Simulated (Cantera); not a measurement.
Input: 1 mol Al(CH3)3, 1.5 mol NH3, 2.4 mol H2, at 1573 K and 13300 Pa.

Equilibrium computed with Cantera from the NASA thermochemical tables; the gas is ideal and each condensed phase is pure. Candidate condensed phases: Al, AlN, C, C6H6, C7H8, C8H18; 97 gas species. The feed counts by its element totals alone. Kinetics and transport are ignored.

Q: What is the equilibrium state?

A: 
```
Item                                  Value
--------------------------------  ---------
x(H2)                                 0.973
x(N2)                                0.0265
x(HCN)                             0.000277
x(CH4)                             0.000232
x(H)                               0.000110
x(C2H2 (acetylene))                 2.01e-5
x(HNC)                              5.86e-6
x(NH3)                              1.04e-6
n(AlN(s))                         1.000 mol
n(C(graphite))                     2.99 mol
gas amount                        9.398 mol
log10 activity of Al(l) (absent)      -3.57
```
